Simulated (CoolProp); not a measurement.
CH2F2 (R32) at 416.34 K and 6.05 MPa is throttled through a valve to 1.82 MPa with no heat exchange. Each further row changes one setting.

Values from CoolProp's reference Helmholtz-energy equation of state, Tillner-Roth 1997.

```
case                       temperature change (K)  final density (kg/m³)
-------------------------  ----------------------  ---------------------
as stated                                   -40.1                   33.6
outlet pressure 0.546 MPa                   -56.1                   9.82
outlet pressure 2.37 MPa                    -33.9                   44.2
```
